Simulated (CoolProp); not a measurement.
Saturation properties of ethanol (Tc = 241.6 °C, pc = 6.268 MPa, ω = 0.644).

Values from CoolProp's reference Helmholtz-energy equation of state, Schroeder 2014.

```csv
T (°C),p (MPa),vapour density (kg/m³),liquid cp (kJ/(kg K)),surface tension (mN/m)
52.75,0.03351,0.5787,2.674,19.2
62.55,0.05233,0.8821,2.769,18.2
72.25,0.07903,1.304,2.867,___
81.95,0.1163,1.881,2.969,16.3
91.75,0.1676,2.666,3.078,15.4
101.45,___,3.693,3.191,14.4
111.25,0.3254,5.041,3.312,13.5
120.95,0.4397,6.753,3.437,12.5
130.75,0.5858,8.943,3.569,11.5
140.45,0.7658,___,3.702,10.6
150.25,0.9888,15.07,3.836,9.57
159.95,1.256,19.24,3.967,8.59
169.75,1.579,24.42,4.100,7.60
179.45,1.957,30.71,___,6.61
189.25,2.405,38.54,4.412,5.60
```

Q: Fill in the missing entries.

A: 
- 72.25, surface tension (mN/m): 17.3
- 101.45, p (MPa): 0.2356
- 140.45, vapour density (kg/m³): 11.66
- 179.45, liquid cp (kJ/(kg K)): 4.240

It boils at 78.4 °C under 1 atm.

Surface tension comes from a separate correlation (Mulero 2012).
